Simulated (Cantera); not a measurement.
A closed system holds: 1 mol trisilylamine, 51 mol N₂, 0.14 mol H₂, held at 360 Torr.

These are equilibrium values from Cantera (NASA tables, ideal gas, pure condensed phases), not measurements of a reactor. Candidate condensed phases: Si, Si₃N₄; 18 gas species. The feed counts by its element totals alone. The numbers say what is thermodynamically allowed, not how fast it happens.

Over these rows the condensed part is Si₃N₄(s). Partial pressures as log10 of bar:

```tsv
T (K)	1000/T (1/K)	log p Si	log p N₂	log p H₂
1775	0.5634	-6.91	-0.36	-1.39
1825	0.5479	-6.36	-0.36	-1.39
1875	0.5333	-5.83	-0.36	-1.39
1925	0.5195	-5.34	-0.36	-1.39
1975	0.5063	-4.87	-0.36	-1.39
2025	0.4938	?	-0.36	-1.39
```

**Question.** Fit log p(Si) = a + b·(1000/T) to the five rows, give the apparent enthalpy, and predict the row at 2025 K.

**Answer.** Means: 1000/T = 0.5341, log p = -5.862. Sxy = -0.072803, Sxx = 0.0020356, so b = -35.77 and a = -5.862 − (-35.77)×0.5341 = 13.24.
Apparent enthalpy: −19.145 × (-35.77) = 685 kJ/mol. With the condensed phases at unit activity, 1/3 Si₃N₄(s) = Si(g) + 2/3 N₂(g) links this pressure to the main gases: over the six rows their terms move log p by +0.00 in all, so the slope is close to that reaction's ΔH°. The five rows lie within 0.01 of the line.
Prediction at 2025 K: 13.24 + (-35.77)×0.4938 = -4.42. The computed value is -4.43, 0.01 from the line.
